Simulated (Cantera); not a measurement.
A closed system holds: 1 mol Si, 0.027 mol N2O, a varied amount of N2, 0.096 mol O2, equilibrated at 7.50 Torr.

These are equilibrium values from Cantera (NASA tables, ideal gas, pure condensed phases), not measurements of a reactor. Candidate condensed phases: Si, SiO2, Si2N2O, Si3N4; 16 gas species. Mutual solubility and eutectic melting of coexisting phases are not modelled. Equilibrium is a limit: real reactors are often held back by kinetics, nucleation or transport.

Problem. What condenses at these points (T in K, n(N2) in mol): (1673, 520); (1223, 53); (1223, 400); (1823, 990); (2123, 990); (1898, 170); (1598, 170)?

Solution. 
| T (K) | n(N2) in mol | condensed phases | Si condensed (%) |
|---|---|---|---|
| 1673 | 520 | Si3N4 | 77.6 |
| 1223 | 53 | Si2N2O + Si3N4 | 100.0 |
| 1223 | 400 | Si2N2O + Si3N4 | 100.0 |
| 1823 | 990 | Si | 26.0 |
| 2123 | 990 | gas only | 0.0 |
| 1898 | 170 | Si | 54.0 |
| 1598 | 170 | Si2N2O + Si3N4 | 95.8 |
